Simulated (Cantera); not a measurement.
Charge: 1 mol K₂CO₃, 0.047 mol H₂O, held at 0.00133 bar.

Cantera equilibrium calculation (NASA polynomials, part measured and part estimated; ideal gas, pure solids and liquids). Candidate condensed phases: C, C₆H₆, C₇H₈, C₈H₁₈, H₂O, K, KOH, KO₂, K₂CO₃, K₂O, K₂O₂; 116 gas species. Kinetics and transport are ignored.

x: gas mole fraction; n: condensed amount in mol.

| T (°C) | x H₂O | x KOH | x K | x CO₂ | x O₂ | x CO | x O | n K₂CO₃(s) | n K₂CO₃(l) |
|---|---|---|---|---|---|---|---|---|---|
| 527 | 1.000 | 0.000168 | 6.81e-10 | 8.54e-5 | 8.73e-9 | <1e-12 | <1e-12 | 1.000 | 0 |
| 627 | 0.996 | … | … | … | … | … | <1e-12 | 1.000 | 0 |
| 727 | 0.957 | 0.0283 | 1.02e-5 | 0.0143 | 3.17e-6 | 1.34e-8 | 7.67e-12 | 0.999 | 0 |
| 827 | 0.754 | 0.163 | 0.000266 | 0.0823 | 6.79e-5 | 3.65e-7 | 5.63e-10 | 0.995 | 0 |
| 927 | 0.247 | 0.496 | 0.00424 | 0.251 | 0.00106 | 3.68e-6 | 2.24e-8 | 0 | 0.976 |
| 1027 | 0.0134 | 0.596 | 0.0529 | 0.325 | 0.0132 | 1.18e-5 | 5.57e-7 | 0 | 0.951 |
| 1127 | 7.91e-6 | 0.0679 | 0.512 | 0.291 | 0.128 | 2.19e-5 | 9.26e-6 | 0 | 0.598 |
| 1227 | 9.94e-6 | 0.0270 | 0.547 | 0.288 | 0.136 | 0.000104 | 4.10e-5 | 0 | 0 |
| 1327 | … | 0.0269 | 0.547 | 0.287 | 0.137 | … | … | 0 | 0 |
| 1427 | 0.000366 | 0.0262 | 0.547 | 0.286 | 0.137 | 0.00145 | 0.000453 | 0 | 0 |
| 1527 | 0.00138 | 0.0237 | 0.548 | 0.282 | 0.138 | 0.00428 | 0.00124 | 0 | 0 |
| 1627 | 0.00334 | 0.0188 | 0.548 | 0.273 | 0.140 | 0.0109 | 0.00306 | 0 | 0 |
| 1727 | 0.00528 | 0.0128 | 0.546 | 0.256 | 0.145 | 0.0244 | 0.00697 | 0 | 0 |
| 1827 | 0.00608 | 0.00790 | 0.540 | 0.227 | 0.150 | 0.0470 | 0.0148 | 0 | 0 |

Task: What belongs in the gaps?

Result: 
- 1327, x H₂O: 6.93e-5
- 1327, x CO: 0.000425
- 1327, x O: 0.000147
- 627, x KOH: 0.00296
- 627, x K: 1.60e-7
- 627, x CO₂: 0.00150
- 627, x O₂: 1.52e-7
- 627, x CO: 1.46e-10
